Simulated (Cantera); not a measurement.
## Reactions in the system N-O-S

Cantera with NASA thermochemical tables; ideal gases at 1 bar, condensed phases pure. Values are per mole of reaction as written; species without (g) are pure solids or liquids, kept so even where they would boil at 1 bar.

SO2(g) + 4 N(g) ⇌ S + 2 N2O(g)

```tsv
T (K)	ΔH° (kJ)	ΔS° (J/K)	ΔG° (kJ)	log10 K	condensed phases
300	-1430.7	-389.5	-1313.9	228.76	S(s)
398	-1430.4	-389.3	-1275.5	167.40	S(l)
448	-1430.6	-389.7	-1256.0	146.44	S(l)
498	-1430.5	-389.5	-1236.5	129.70	S(l)
548	-1430.3	-389.2	-1217.1	116.01	S(l)
598	-1430.3	-389.1	-1197.6	104.61	S(l)
648	-1430.3	-389.1	-1178.2	94.97	S(l)
```

S2(g) + 6 NO(g) ⇌ 2 SO3(g) + 3 N2(g)

```csv
T (K),ΔH° (kJ),ΔS° (J/K),ΔG° (kJ),log10 K
300,-1467.6,-404.6,-1346.2,234.39
398,-1469.2,-409.3,-1306.3,171.44
448,-1469.6,-410.3,-1285.8,149.91
498,-1469.8,-410.8,-1265.3,132.71
548,-1469.9,-411.0,-1244.7,118.64
598,-1469.9,-410.9,-1224.2,106.93
648,-1469.8,-410.7,-1203.6,97.02
```

3 N(g) + O3(g) ⇌ 3 NO(g)

```tsv
T (K)	ΔH° (kJ)	ΔS° (J/K)	ΔG° (kJ)	log10 K
300	-1286.0	-66.7	-1266.0	220.43
398	-1287.5	-70.8	-1259.3	165.27
448	-1288.3	-72.8	-1255.7	146.41
498	-1289.2	-74.7	-1252.0	131.32
548	-1290.1	-76.5	-1248.2	118.98
598	-1291.1	-78.1	-1244.4	108.69
648	-1292.0	-79.7	-1240.4	99.99
```
